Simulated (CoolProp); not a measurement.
n-hexane at several states: Z from the reference equation and from simpler models built on Tc = 507.8 K, pc = 3.044 MPa, ω = 0.300; each cubic takes its own stable root.

Computed with CoolProp (reference Helmholtz-energy equation of state, Thol 2019).

```
T (K)  p (MPa)   phase  reference
-----  -------  ------  ---------
369.9    0.549  liquid    0.02629
324.3     6.34  liquid     0.3173
506.3    0.396     gas     0.9525
566     0.0535     gas     0.9958
```

**Question.** How far does each simpler model (van der Waals, Peng-Robinson) lie from the reference over these 4 states: mean and median of the absolute difference, and the worst?

**Answer.** 
- van der Waals: mean 820.7 %, median 32.1 %, worst +3218.4 % at 369.9 K and 0.549 MPa
- Peng-Robinson: mean 1.1 %, median 1.0 %, worst -2.2 % at 324.3 K and 6.34 MPa

At some of these states van der Waals gives the other phase, because its saturation line lies elsewhere.
